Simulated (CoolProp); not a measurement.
Aqueous ethylene glycol as a coolant, at -3 °C, 1 atm.

The numbers come from the Melinder's fits for secondary coolants in CoolProp.

| mass % | freezing point (°C) | density (kg/m³) | cp (kJ/(kg K)) | conductivity (W/(m K)) | viscosity (mPa s) |
|---|---|---|---|---|---|
| 15.6 | -5.7 | 1023 | 3.938 | 0.497 | 3.10 |
| 20.4 | -8.2 | 1030 | 3.848 | 0.479 | 3.60 |
| 25.3 | -11.2 | 1038 | 3.749 | 0.460 | 4.19 |
| 30.1 | -14.7 | 1046 | 3.647 | 0.443 | 4.86 |
| 34.9 | -18.7 | 1054 | 3.539 | 0.425 | 5.63 |
| 39.7 | -23.5 | 1061 | 3.428 | 0.409 | 6.53 |
| 44.5 | -28.9 | 1068 | 3.315 | 0.393 | 7.61 |
| 49.3 | -35.0 | 1075 | 3.202 | 0.377 | 8.88 |
| 54.1 | -41.9 | 1081 | 3.089 | 0.363 | 10.4 |
